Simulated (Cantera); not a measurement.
Cantera run:

```python
import numpy as np
import cantera as ct

gas_names = [...]  # 115 gases of nasa_gas.yaml made of C, Ca, H, O
cond_names = """
    C(gr) C6H6(L) C7H8(L) C8H18(L),n-octa Ca(a) Ca(b) Ca(L) CaCO3(caL) CaO(s) CaO(L) CaO2H2(s) H2O(s)
    H2O(L)
""".split()


# ... load() reads the species with a 1 bar reference pressure and builds the phases ...
atoms = {
    'Ca(OH)2': {'Ca': 1, 'O': 2, 'H': 2},
    'CO2': {'C': 1, 'O': 2},
    'H2O': {'H': 2, 'O': 1},
}
top_T = {'C(gr)': 4500}  # K; cautious upper limits of use, not melting points


# ... equilibrate(T, P, feed) seeds the gas with the atoms and calls Mixture.equilibrate('TP', solver="vcs", rtol=1e-11, max_steps=5000) ...
results = []
feed = {'Ca(OH)2': 1, 'CO2': 0.75, 'H2O': 0.029}  # mol
P = 1333.22  # Pa
for T in [600, 700, 800, 900, 1000, 1100, 1200, 1300, 1400, 1500, 1600]:
    mix = equilibrate(T, P, feed)
    results.append((T, P, feed, dict(zip(mix.species_names, mix.species_moles))))
    x = sorted(zip(gas.X, gas.species_names), reverse=True)
    print(f"T = {T:g} K  P = {P:g} Pa  gas = {mix.phase_moles(0):.4g} mol")
    print("   x: " + "  ".join(f"{s} {v:.3e}" for v, s in x if v > 1e-05))
    print("   condensed (mol): " + ("  ".join(f"{mix.phase(i).name} {mix.phase_moles(i):.4g}"
          for i in range(1, mix.n_phases) if mix.phase_moles(i) > 1e-12) or "none"))
```

Result:

```
T = 600 K  P = 1333.22 Pa  gas = 0.779 mol
   x: H2O 1.000e+00
   condensed (mol): CaCO3(caL) 0.75  CaO2H2(s) 0.25
T = 700 K  P = 1333.22 Pa  gas = 1.03 mol
   x: H2O 9.994e-01  CO2 5.600e-04
   condensed (mol): CaCO3(caL) 0.7494  CaO(s) 0.2506
T = 800 K  P = 1333.22 Pa  gas = 1.054 mol
   x: H2O 9.767e-01  CO2 2.332e-02
   condensed (mol): CaCO3(caL) 0.7254  CaO(s) 0.2746
T = 900 K  P = 1333.22 Pa  gas = 1.765 mol
   x: H2O 5.831e-01  CO2 4.169e-01
   condensed (mol): CaCO3(caL) 0.01441  CaO(s) 0.9856
T = 1000 K  P = 1333.22 Pa  gas = 1.779 mol
   x: H2O 5.784e-01  CO2 4.216e-01
   condensed (mol): CaO(s) 1
T = 1100 K  P = 1333.22 Pa  gas = 1.779 mol
   x: H2O 5.784e-01  CO2 4.216e-01
   condensed (mol): CaO(s) 1
T = 1200 K  P = 1333.22 Pa  gas = 1.779 mol
   x: H2O 5.784e-01  CO2 4.216e-01  CO 1.612e-05  H2 1.610e-05  O2 1.562e-05
   condensed (mol): CaO(s) 1
T = 1300 K  P = 1333.22 Pa  gas = 1.779 mol
   x: H2O 5.783e-01  CO2 4.215e-01  CO 7.144e-05  O2 6.111e-05  H2 5.561e-05
   condensed (mol): CaO(s) 1
T = 1400 K  P = 1333.22 Pa  gas = 1.779 mol
   x: H2O 5.781e-01  CO2 4.212e-01  CO 2.543e-04  O2 1.980e-04  H2 1.607e-04  OH 3.817e-05
   condensed (mol): CaO(s) 1
T = 1500 K  P = 1333.22 Pa  gas = 1.78 mol
   x: H2O 5.776e-01  CO2 4.206e-01  CO 7.598e-04  O2 5.506e-04  H2 4.033e-04  OH 1.252e-04
   condensed (mol): CaO(s) 1
T = 1600 K  P = 1333.22 Pa  gas = 1.782 mol
   x: H2O 5.764e-01  CO2 4.190e-01  CO 1.970e-03  O2 1.349e-03  H2 9.018e-04  OH 3.539e-04  H 1.414e-05
   condensed (mol): CaO(s) 1
```

Cantera equilibrium calculation (NASA polynomials, part measured and part estimated; ideal gas, pure solids and liquids).
